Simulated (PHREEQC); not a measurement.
# Alkaline etch or developer (model solution)

Solution (20 °C): 6.5 mmol/kgw NaOH, 9.9 mmol/kgw CO2 and 68 mmol/kgw K2CO3. Closed to the air; pH follows from the charge balance.

Computed with PHREEQC (ion-association model, phreeqc.dat).

Precipitation was switched off in this run.

Q: Estimate the pH.

A: pH 10.65.

Q: In which forms is C present?

A: CO3-2 81 %, HCO3- 18 %, NaCO3- 1.8 % of the C.

Complexes and solids missing from the database can't appear.
